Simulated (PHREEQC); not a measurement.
A made-up water analysis in mg/kgw, 55 °C, pH 6.85, pe 11.9: Na 7340; K 454; Ca 2610; Mg 411; Cl 12000; S(6) as SO4 6730; Alkalinity as HCO3 275; Br 11.6; Sr 710; Cu(2) 11.1; Si as SiO2 90.1.

Valence states are taken as typed.

Model: ion-association model, wateq4f.dat, run in PHREEQC.

Precipitation was switched off in this run.

What ionic strength, activity of water does the model give?

ionic strength 0.531 mol/kgw; activity of water 0.986.

In which forms is Mg present?

Mg+2 59 %, MgSO4 41 %, MgHCO3+ 0.8 % of the Mg.

The solution is supersaturated, for example in Atacamite, Malachite, so a real one may precipitate; this is no full list. Complexes and solids missing from the database can't appear. At this temperature some constants are extrapolated from 25 °C, and those without enthalpy data are left unchanged.
